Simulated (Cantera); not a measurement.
# Gas-phase reforming

An isothermal, constant-pressure homogeneous reactor starts with 37.0 % CH₄, 40.7 % CO₂, 22.2 % H₂, at 1425 K and 1730 Torr.

Model: GRI-Mech 3.0 (53 species, 325 reactions), integrated in Cantera.

```
t (s)     x CH₄   x CO₂   x H₂    x C₂H₄      x CO
--------  -----  ------  -----  --------  --------
5.00e-6   0.370   0.407  0.222  3.17e-12   1.08e-8
3.11e-5   0.370   0.407  0.222   1.10e-9   3.05e-7
0.000194  0.370   0.407  0.222   2.12e-7   9.59e-6
0.00121   0.370   0.407  0.222   8.77e-6  0.000123
0.00750   0.369   0.406  0.222  0.000221   0.00101
0.0467    0.363   0.399  0.221   0.00182   0.00718
0.290     0.327   0.353  0.217   0.00541    0.0434
1.81      0.191   0.179  0.206    0.0155     0.181
11.2      0.126  0.0963  0.244    0.0176     0.270
70.0      0.112  0.0611  0.324   0.00797     0.349
```
x: mole fraction; the columns are a selection and need not sum to one.

Equilibrium at this temperature and pressure: CH₄ 0.000255, CO₂ 0.00572, H₂ 0.537, C₂H₄ 1.55e-8, CO 0.441 (gas phase only).
